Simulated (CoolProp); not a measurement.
Vapour-liquid equilibrium of R13 (1) + n-butane (2) at 0.35 MPa; x and y are mole fractions of (1).

The numbers come from the multi-fluid Helmholtz-energy mixture model, Platzer 1990 and Bücker 2006; pair parameters Bell 2016 in CoolProp. This equation is an older, rougher fit; its heat capacities, sound speeds and derivatives of the liquid may be far off and weren't checked against measurements.

```json
[
 {"x": "0.05", "bubble temperature (K)": "285.9", "y at the bubble point": "0.529", "dew temperature at overall composition x (K)": "308.5", "liquid density (mol/L)": "10.16"},
 {"x": "0.15", "bubble temperature (K)": "257.4", "y at the bubble point": "0.848", "dew temperature at overall composition x (K)": "304.6", "liquid density (mol/L)": "10.87"},
 {"x": "0.25", "bubble temperature (K)": "244.4", "y at the bubble point": "0.922", "dew temperature at overall composition x (K)": "300.3", "liquid density (mol/L)": "11.30"},
 {"x": "0.35", "bubble temperature (K)": "237.4", "y at the bubble point": "0.949", "dew temperature at overall composition x (K)": "295.7", "liquid density (mol/L)": "11.64"},
 {"x": "0.45", "bubble temperature (K)": "232.9", "y at the bubble point": "0.962", "dew temperature at overall composition x (K)": "290.5", "liquid density (mol/L)": "11.94"},
 {"x": "0.55", "bubble temperature (K)": "229.7", "y at the bubble point": "0.971", "dew temperature at overall composition x (K)": "284.6", "liquid density (mol/L)": "12.22"},
 {"x": "0.65", "bubble temperature (K)": "227.1", "y at the bubble point": "0.978", "dew temperature at overall composition x (K)": "277.6", "liquid density (mol/L)": "12.49"},
 {"x": "0.75", "bubble temperature (K)": "224.7", "y at the bubble point": "0.984", "dew temperature at overall composition x (K)": "269.0", "liquid density (mol/L)": "12.77"},
 {"x": "0.85", "bubble temperature (K)": "222.3", "y at the bubble point": "0.990", "dew temperature at overall composition x (K)": "257.2", "liquid density (mol/L)": "13.05"},
 {"x": "0.95", "bubble temperature (K)": "219.9", "y at the bubble point": "0.997", "dew temperature at overall composition x (K)": "237.0", "liquid density (mol/L)": "13.36"}
]
```

No azeotrope shows between x = 0.05 and 0.95.

Pair parameters are fitted to limited data, so mixtures are less certain than the pure fluids. With so large a gap from Raoult's law the liquid may split in two, which this calculation doesn't test in full.
